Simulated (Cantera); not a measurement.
A perfectly stirred reactor is fed with CO : O₂ : H₂O : N₂ = 0.0016 : 0.0045 : 0.0024 : 1 (molar parts), at 1.00 atm; it is held at 1375 K, and followed from long to short residence time.

Detailed kinetics in Cantera: GRI-Mech 3.0 (53 species, 325 reactions).

Predict: x(CO) at τ = 2.30 s; x(O₂) at τ = 2.30 s; x(H₂O) at τ = 2.30 s; x(H₂) at τ = 2.30 s; x(NO) at τ = 2.30 s; x(CO) at τ = 44.0 ms; x(O₂) at τ = 44.0 ms; x(H₂O) at τ = 44.0 ms; x(H₂) at τ = 44.0 ms; x(NO) at τ = 44.0 ms.


| Quantity | Result |
|---|---|
| x(CO) at τ = 2.30 s | 1.97e-5 |
| x(O₂) at τ = 2.30 s | 0.00368 |
| x(H₂O) at τ = 2.30 s | 0.00237 |
| x(H₂) at τ = 2.30 s | 1.28e-6 |
| x(NO) at τ = 2.30 s | 5.48e-7 |
| x(CO) at τ = 44.0 ms | 0.000265 |
| x(O₂) at τ = 44.0 ms | 0.00378 |
| x(H₂O) at τ = 44.0 ms | 0.00234 |
| x(H₂) at τ = 44.0 ms | 1.38e-5 |
| x(NO) at τ = 44.0 ms | 2.16e-7 |
